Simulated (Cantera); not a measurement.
A perfectly stirred reactor is fed with CH₄ : C₂H₆ : C₃H₈ : O₂ : N₂ = 1 : 0.13 : 0.43 : 3.07 : 11.5 (molar parts), equivalence ratio 1.5, at 5.82 atm; it is adiabatic with a 650 K inlet, and is followed from long to short residence time, starting on the burning branch (τ in s: 0.26, 0.089, 0.03, 0.0099, 0.0033, 0.0011, 0.00037, 0.00012, 4.2e-05, 1.4e-05).

Model: GRI-Mech 3.0 (53 species, 325 reactions), integrated in Cantera. GRI-Mech 3.0 was tuned for natural gas; its chemistry of propane as a main component is partial and can be far from experiment.

Question: What does this change do: 0.62 parts H2O added?

Answer: 
| quantity | before | after |
|---|---|---|
| blow-out, bracketed by the residence times tried | burning at 0.120 ms, out at 42.0 µs | burning at 0.120 ms, out at 42.0 µs |
| x(CH₄) at τ = 0.260 s | 3.43e-5 | 5.95e-5 |
| x(C₂H₆) at τ = 0.260 s | 7.40e-9 | 1.04e-8 |
| x(C₃H₈) at τ = 0.260 s | 1.88e-8 | 2.34e-8 |
| x(H) at τ = 0.260 s | 0.000684 | 0.000517 |
| x(O) at τ = 0.260 s | 1.47e-6 | 8.57e-7 |
| x(CH₄) at τ = 1.10 ms | 0.00154 | 0.00222 |
| x(C₂H₆) at τ = 1.10 ms | 2.90e-6 | 4.95e-6 |
| x(C₃H₈) at τ = 1.10 ms | 3.58e-6 | 4.54e-6 |
| x(H) at τ = 1.10 ms | 0.00112 | 0.000845 |
| x(O) at τ = 1.10 ms | 8.74e-6 | 6.81e-6 |

Question: What does this change do: pressure from 5.82 atm to 4.93 atm?

Answer: 
```tsv
quantity	before	after
blow-out, bracketed by the residence times tried	burning at 0.120 ms, out at 42.0 µs	burning at 0.120 ms, out at 42.0 µs
x(CH₄) at τ = 0.260 s	3.43e-5	3.34e-5
x(C₂H₆) at τ = 0.260 s	7.40e-9	8.00e-9
x(C₃H₈) at τ = 0.260 s	1.88e-8	2.06e-8
x(H) at τ = 0.260 s	0.000684	0.000752
x(O) at τ = 0.260 s	1.47e-6	1.77e-6
x(CH₄) at τ = 1.10 ms	0.00154	0.00137
x(C₂H₆) at τ = 1.10 ms	2.90e-6	2.80e-6
x(C₃H₈) at τ = 1.10 ms	3.58e-6	3.82e-6
x(H) at τ = 1.10 ms	0.00112	0.00131
x(O) at τ = 1.10 ms	8.74e-6	1.11e-5
```
